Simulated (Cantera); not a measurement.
**Pyrogenic steam for wet oxidation**

An isothermal, constant-pressure homogeneous reactor starts with 30.3 % H2, 30.3 % O2, 39.4 % N2, at 825 K and 0.400 bar.

Detailed kinetics in Cantera: GRI-Mech 3.0 (53 species, 325 reactions). Below about 950 K walls govern HO2 and H2O2 in real vessels. The temperature is held fixed by assumption; the heat of reaction is taken as removed at once.

```csv
t (s),x H2,x O2,x H2O,x N2O,x OH,x NO,x O
0.000300,0.303,0.303,1.79e-11,<1e-12,<1e-12,<1e-12,<1e-12
0.000944,0.303,0.303,6.28e-11,<1e-12,<1e-12,<1e-12,<1e-12
0.00297,0.303,0.303,2.08e-10,<1e-12,<1e-12,<1e-12,<1e-12
0.00935,0.303,0.303,7.05e-10,<1e-12,<1e-12,<1e-12,<1e-12
0.0294,0.303,0.303,2.69e-9,<1e-12,<1e-12,<1e-12,<1e-12
0.0926,0.303,0.303,1.43e-8,<1e-12,<1e-12,<1e-12,1.13e-12
0.292,0.303,0.303,1.68e-7,<1e-12,1.31e-12,<1e-12,6.28e-12
0.917,0.303,0.303,6.26e-6,<1e-12,1.79e-11,<1e-12,6.71e-11
2.89,0.303,0.303,0.000226,3.50e-12,2.13e-10,<1e-12,5.72e-10
9.09,0.293,0.298,0.0106,6.68e-11,2.53e-9,<1e-12,4.48e-9
28.6,0.232,0.273,0.0822,4.18e-10,3.32e-9,<1e-12,3.74e-9
90.0,0.0863,0.214,0.255,1.60e-9,5.18e-9,<1e-12,3.12e-9
```
x: mole fraction; the columns are a selection and need not sum to one.

Equilibrium at this temperature and pressure: H2 <1e-12, O2 0.179, H2O 0.357, N2O 1.08e-10, OH 4.18e-9, NO 2.16e-6, O <1e-12 (gas phase only).
